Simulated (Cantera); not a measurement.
What does this Cantera script print?

```python
import numpy as np
import cantera as ct

gas = ct.Solution("SiF4_NH3_mec.yaml", "gas")
gas.TPX = 1650, 13332, {'NH3': 1, 'N2': 2}
reactor = ct.IdealGasConstPressureReactor(gas, energy="off", clone=False)
net = ct.ReactorNet([reactor])
net.rtol, net.atol = 1e-08, 1e-18
show = ['NH3', 'N2H2', 'N', 'H2', 'N2', 'NH2']
times = np.geomspace(0.0006, 5, 15)

steps = ct.SolutionArray(gas, extra=["t"])
rows = []
print(f"{'t/s':>10s}{'T/K':>9s}{'P/Pa':>11s}" + "".join(f"{s:>11s}" for s in show))
for t in times:
    while net.time < t:
        t_next = net.step()
        steps.append(gas.state, t=t_next)
    rows.append([np.interp(t, steps.t, y) for y in (steps.T, steps.P, *steps(*show).X.T)])
    print(f"{t:10.3e}{rows[-1][0]:9.1f}{rows[-1][1]:11.4g}" + "".join(f"{x:11.3e}" for x in rows[-1][2:]))
rate = np.gradient(steps.T, steps.t)
print("integrator steps:", len(steps.t))
if steps.T.max() > steps.T[0] + 200:
    print(f"time of steepest temperature rise: {steps.t[rate.argmax()]:.4e} s")
gas.TPX = 1650, 13332, {'NH3': 1, 'N2': 2}
gas.equilibrate("TP")
print(f"equilibrium (TP): T = {gas.T:.1f} K  " + "  ".join(f"{s} {gas[s].X[0]:.3e}" for s in show))
```

Output:

```
       t/s      T/K       P/Pa        NH3       N2H2          N         H2         N2        NH2
 6.000e-04   1650.0  1.333e+04  3.333e-01  6.660e-10  1.829e-13  2.717e-06  6.667e-01  5.426e-06
 1.143e-03   1650.0  1.333e+04  3.333e-01  2.695e-09  1.483e-12  5.230e-06  6.667e-01  1.034e-05
 2.179e-03   1650.0  1.333e+04  3.333e-01  1.064e-08  8.749e-12  1.029e-05  6.667e-01  1.966e-05
 4.153e-03   1650.0  1.333e+04  3.333e-01  4.123e-08  3.059e-11  2.195e-05  6.667e-01  3.719e-05
 7.914e-03   1650.0  1.333e+04  3.332e-01  1.481e-07  9.318e-11  5.779e-05  6.666e-01  6.819e-05
 1.508e-02   1650.0  1.333e+04  3.331e-01  3.889e-07  2.986e-10  1.960e-04  6.666e-01  1.082e-04
 2.874e-02   1650.0  1.333e+04  3.327e-01  5.519e-07  7.266e-10  6.180e-04  6.666e-01  1.277e-04
 5.477e-02   1650.0  1.333e+04  3.319e-01  5.667e-07  1.461e-09  1.511e-03  6.665e-01  1.285e-04
 1.044e-01   1650.0  1.333e+04  3.304e-01  5.638e-07  2.892e-09  3.217e-03  6.663e-01  1.267e-04
 1.989e-01   1650.0  1.333e+04  3.275e-01  5.573e-07  5.672e-09  6.444e-03  6.659e-01  1.237e-04
 3.791e-01   1650.0  1.333e+04  3.221e-01  5.437e-07  1.063e-08  1.250e-02  6.652e-01  1.193e-04
 7.224e-01   1650.0  1.333e+04  3.122e-01  5.170e-07  1.807e-08  2.365e-02  6.640e-01  1.134e-04
 1.377e+00   1650.0  1.333e+04  2.946e-01  4.700e-07  2.666e-08  4.352e-02  6.618e-01  1.058e-04
 2.624e+00   1650.0  1.333e+04  2.649e-01  3.965e-07  3.402e-08  7.686e-02  6.581e-01  9.587e-05
 5.000e+00   1650.0  1.333e+04  2.198e-01  2.967e-07  3.840e-08  1.276e-01  6.525e-01  8.239e-05
integrator steps: 865
equilibrium (TP): T = 1650.0 K  NH3 9.823e-07  N2H2 6.510e-15  N 4.295e-12  H2 3.749e-01  N2 6.250e-01  NH2 9.883e-10
```

Model: the gas-phase N/H chemistry of the illustrative SiF4/NH3 mechanism in the Surface Chemkin manual (1991), integrated in Cantera. Walls and surfaces, which speed up NH3 decomposition in real reactors, are not modelled.
